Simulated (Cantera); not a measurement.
An isothermal, constant-pressure homogeneous reactor starts with CO : O2 : H2O : N2 = 0.0022 : 0.0023 : 0.0054 : 1 (molar parts), equivalence ratio 0.48, at 1125 K and 1.00 atm.

Detailed kinetics in Cantera: GRI-Mech 3.0 (53 species, 325 reactions).

One state of this run: x CO = 2.88e-10; x O2 = 0.00119; x H2O = 0.00535; x O = 2.88e-10; x HO2 = 3.94e-11; x OH = 8.61e-8; x NO = 3.09e-8. x: mole fraction; the columns are a selection and need not sum to one.

**Question.** Which value of t (s) does it belong to?
(A) 60.0
(B) 0.00192
(C) 0.00843
(D) 3.12

**Answer.** A, 60.0
